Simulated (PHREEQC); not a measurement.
Dissolve 1.4 mmol/kgw NaHS at 34 °C. It is in equilibrium with CO2 at log p = -2 (atm). Otherwise closed; pH follows from the charge balance.

All values are PHREEQC results (ion-association model, phreeqc.dat), not measurements.

```json
{
 "pH": "6.74",
 "ionic_strength": "0.00140 mol/kgw",
 "specific_conductance": "171 µS/cm",
 "total_alkalinity": "1.40 meq/kg"
}
```

| species | molality | activity | log γ |
|---|---|---|---|
| Na+ | 0.00140 | 0.00134 | -0.018 |
| H2S | 0.000759 | 0.000759 | 0.000 |
| HCO3- | 0.000758 | 0.000727 | -0.018 |
| HS- | 0.000641 | 0.000614 | -0.019 |
| CO2 | 0.000271 | 0.000271 | 0.000 |
| NaHCO3 | 5.22e-7 | 5.22e-7 | 0.000 |
| CO3-2 | 2.61e-7 | 2.21e-7 | -0.073 |
| H+ | 1.89e-7 | 1.81e-7 | -0.017 |
| OH- | 1.12e-7 | 1.08e-7 | -0.019 |
| NaCO3- | 8.95e-9 | 8.58e-9 | -0.018 |
| (CO2)2 | 1.79e-9 | 1.79e-9 | 0.000 |

No solid was allowed to form.
